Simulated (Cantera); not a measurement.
An isothermal, constant-pressure homogeneous reactor starts with 4.24 % H₂, 12.1 % O₂, 83.6 % N₂, equivalence ratio 0.17, at 1150 K and 750 Torr.

Cantera simulation using the H2/O2 subset of GRI-Mech 3.0, which has no nitrogen chemistry; the numbers are that mechanism's predictions, not measurements. The temperature is held fixed by assumption; the heat of reaction is taken as removed at once.

x: mole fraction; the columns are a selection and need not sum to one.

| t (s) | x H₂ | x O₂ | x OH | x H₂O₂ | x HO₂ | x H₂O | x H |
|---|---|---|---|---|---|---|---|
| 0.000200 | 0.00329 | 0.103 | 0.000977 | 5.81e-6 | 4.67e-5 | 0.0388 | 0.00108 |
| 0.000530 | (withheld) | 0.102 | (withheld) | (withheld) | (withheld) | 0.0429 | (withheld) |
| 0.00140 | 8.57e-5 | 0.102 | 5.20e-5 | 4.97e-7 | 4.39e-6 | 0.0432 | 9.18e-7 |
| 0.00372 | 1.61e-5 | 0.102 | 2.54e-5 | 1.39e-7 | 1.04e-6 | 0.0433 | 8.51e-8 |
| 0.00984 | 1.91e-6 | 0.102 | 1.27e-5 | 4.01e-8 | 1.90e-7 | 0.0433 | 7.08e-9 |
| 0.0261 | 1.36e-7 | 0.102 | 6.56e-6 | 1.18e-8 | 3.78e-8 | 0.0433 | 7.06e-10 |
| 0.0690 | 1.21e-8 | 0.102 | 3.63e-6 | 3.84e-9 | 1.10e-8 | 0.0433 | 1.11e-10 |
| 0.183 | 3.28e-9 | 0.102 | 2.14e-6 | 1.38e-9 | 4.53e-9 | 0.0433 | 2.32e-11 |
| 0.484 | 1.25e-9 | 0.102 | 1.33e-6 | 5.40e-10 | 2.88e-9 | 0.0433 | 5.91e-12 |
| 1.28 | 6.81e-10 | 0.102 | 9.22e-7 | 2.66e-10 | 2.77e-9 | 0.0433 | 2.36e-12 |
| 3.40 | 5.89e-10 | 0.102 | 8.16e-7 | 2.10e-10 | 2.87e-9 | 0.0433 | 1.83e-12 |
| 9.00 | 5.86e-10 | 0.102 | 8.13e-7 | 2.08e-10 | 2.88e-9 | 0.0433 | 1.82e-12 |

Some entries are withheld; supply them.


- 0.000530, x H₂: 0.000369
- 0.000530, x OH: 0.000134
- 0.000530, x H₂O₂: 1.68e-6
- 0.000530, x HO₂: 1.44e-5
- 0.000530, x H: 1.22e-5
